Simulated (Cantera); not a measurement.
# Adiabatic ignition

An adiabatic, constant-pressure homogeneous reactor starts with CH4 : CO : O2 : N2 = 1 : 0.034 : 2.08 : 7.82 (molar parts), equivalence ratio 0.97, at 1625 K and 101000 Pa.

Detailed kinetics in Cantera: GRI-Mech 3.0 (53 species, 325 reactions).

```
t (s)     T (K)   x CH4     x CO    x O2      x H2    x HO2     x HCO     x OH
--------  -----  ------  -------  ------  --------  -------  --------  -------
6.00e-6    1625  0.0915  0.00311   0.190   1.11e-6  1.63e-6  6.99e-12  8.76e-8
1.83e-5    1625  0.0914  0.00311   0.190   3.92e-6  4.46e-6  7.76e-11  1.79e-7
5.61e-5    1625  0.0913  0.00311   0.190   1.85e-5  9.53e-6   1.56e-9  5.77e-7
0.000171   1627  0.0901  0.00318   0.189  0.000251  2.34e-5   8.81e-8  3.84e-6
0.000524   2696  <1e-12   0.0445  0.0294    0.0197  6.00e-6   5.15e-8   0.0239
0.00160    2776  <1e-12   0.0419  0.0251    0.0177  6.61e-6   4.17e-8   0.0219
0.00490    2771  <1e-12   0.0421  0.0235    0.0179  6.24e-6   4.16e-8   0.0213
0.0150     2771  <1e-12   0.0421  0.0235    0.0179  6.22e-6   4.16e-8   0.0213
0.0458     2771  <1e-12   0.0421  0.0235    0.0179  6.22e-6   4.16e-8   0.0213
0.140      2771  <1e-12   0.0421  0.0235    0.0179  6.22e-6   4.16e-8   0.0213
0.428      2771  <1e-12   0.0421  0.0235    0.0179  6.22e-6   4.16e-8   0.0213
1.31       2771  <1e-12   0.0421  0.0235    0.0179  6.22e-6   4.16e-8   0.0213
4.00       2771  <1e-12   0.0421  0.0235    0.0179  6.22e-6   4.16e-8   0.0213
```
x: mole fraction; the columns are a selection and need not sum to one.

| Property | Value |
|---|---|
| time of steepest temperature rise | 0.378 ms |
| temperature at 4.00 s | 2771 K |
| equilibrium temperature | 2771 K |
| x(CH4) at 4.00 s | <1e-12 (gas-phase equilibrium <1e-12) |
| x(CO) at 4.00 s | 0.0421 (gas-phase equilibrium 0.0421) |
| x(O2) at 4.00 s | 0.0235 (gas-phase equilibrium 0.0235) |
